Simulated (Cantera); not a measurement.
# Si + N₂O + N₂ (thermal oxidation and active oxidation of silicon)

A closed system holds: 1 mol Si, 3.5 mol N₂O, 130 mol N₂, at 1373.15 K and 1.00 bar.

Method: chemical equilibrium by Gibbs-energy minimisation in Cantera with the NASA 1993 tables (ideal gas, pure condensed phases). Candidate condensed phases: Si, SiO₂, Si₂N₂O, Si₃N₄; 16 gas species. The tables hold silica as quartz up to 1696 K and as liquid above; real silica turns to tridymite and cristobalite and melts near 1996 K. Equilibrium is a limit: real reactors are often held back by kinetics, nucleation or transport.

```
Quantity                             Result
--------------------------------  ---------
x(N₂)                                 0.994
x(O₂)                               0.00553
x(NO)                              0.000113
n(SiO₂(β-quartz))                  1.00 mol
gas amount                        134.2 mol
log10 activity of Si(s) (absent)     -23.05
```
